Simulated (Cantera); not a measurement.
A perfectly stirred reactor is fed with H2 : O2 : N2 = 1 : 0.98 : 3.69 (molar parts), at 5.00 bar; it is adiabatic with a 350 K inlet, and is followed from long to short residence time, starting on the burning branch (τ in s: 0.31, 0.074, 0.018, 0.0042, 0.001, 0.00024, 5.6e-05, 1.3e-05, 3.2e-06).

Model: GRI-Mech 3.0 (53 species, 325 reactions), integrated in Cantera. The hydrogen kinetics of GRI-Mech 3.0 are dated; newer H2 mechanisms differ, most at raised pressure.

Q: What does this change do: pressure from 5.00 bar to 1.00 bar?

A: 
```
quantity                                                                      before                               after
------------------------------------------------  ----------------------------------  ----------------------------------
blow-out, bracketed by the residence times tried  burning at 13.0 µs, out at 3.20 µs  burning at 56.0 µs, out at 13.0 µs
x(H2) at τ = 0.310 s                                                         2.08e-5                             8.34e-5
x(O2) at τ = 0.310 s                                                          0.0927                              0.0926
x(HO2) at τ = 0.310 s                                                        1.14e-6                             1.23e-6
x(NO) at τ = 0.310 s                                                         7.39e-6                             9.86e-6
x(O) at τ = 0.310 s                                                          1.07e-5                             6.60e-5
x(H2) at τ = 1.00 ms                                                        0.000915                             0.00340
x(O2) at τ = 1.00 ms                                                          0.0926                              0.0919
x(HO2) at τ = 1.00 ms                                                        2.77e-5                             2.71e-5
x(NO) at τ = 1.00 ms                                                         4.36e-6                             6.99e-6
x(O) at τ = 1.00 ms                                                         0.000303                             0.00262
```
